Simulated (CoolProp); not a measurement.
A closed Brayton cycle with carbon dioxide: compressor inlet 325.15 K and 9.4 MPa, high pressure 24.6 MPa, turbine inlet 985 K, compressor efficiency 0.85, turbine efficiency 0.93, recuperator effectiveness 0 (on enthalpy, no pinch check). Each further row changes one setting.

The numbers come from the reference Helmholtz-energy equation of state, Span 1996 in CoolProp.

| case | thermal efficiency (%) | net work (kJ/kg) | compressor to turbine work | compressor exit (K) | turbine exit (K) |
|---|---|---|---|---|---|
| as stated | [?] | 115 | 0.28 | 396.5 | 851.4 |
| turbine inlet 935 K | 14.8 | 106 | 0.29 | 396.5 | [?] |
| compressor inlet 335.15 K | 14.4 | 107 | 0.33 | 416.4 | 851.4 |
| high pressure 20.9 MPa | [?] | 98.6 | 0.26 | [?] | [?] |
| recuperator effectiveness 0.5 | 22.4 | 115 | 0.28 | 396.5 | 851.4 |

Q: Some entries are withheld; supply them.

A: 
- as stated, thermal efficiency (%): 14.7
- turbine inlet 935 K, turbine exit (K): 806.0
- high pressure 20.9 MPa, thermal efficiency (%): 12.4
- high pressure 20.9 MPa, compressor exit (K): 384.2
- high pressure 20.9 MPa, turbine exit (K): 873.4
